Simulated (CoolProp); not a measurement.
A closed Brayton cycle with carbon dioxide: compressor inlet 310.15 K and 10 MPa, high pressure 28.9 MPa, turbine inlet 680 K, compressor efficiency 0.85, turbine efficiency 0.9, recuperator effectiveness 0.95 (on enthalpy, no pinch check). Each further row changes one setting.

Computed with CoolProp (reference Helmholtz-energy equation of state, Span 1996).

```
case                           thermal efficiency (%)  net work (kJ/kg)  compressor to turbine work  compressor exit (K)  turbine exit (K)
-----------------------------  ----------------------  ----------------  --------------------------  -------------------  ----------------
as stated                                        32.9              80.0                        0.27                341.4             565.2
turbine inlet 630 K                              30.1              69.3                        0.30                341.4             519.5
compressor inlet 320.15 K                         [?]              69.8                        0.36                378.0             565.2
high pressure 24.6 MPa                            [?]              71.4                        0.25                335.7               [?]
recuperator effectiveness 0.5                    21.3              80.0                        0.27                341.4             565.2
```

**Question.** Some entries are withheld; supply them.

**Answer.** 
- compressor inlet 320.15 K, thermal efficiency (%): 30.6
- high pressure 24.6 MPa, thermal efficiency (%): 32.1
- high pressure 24.6 MPa, turbine exit (K): 582.3
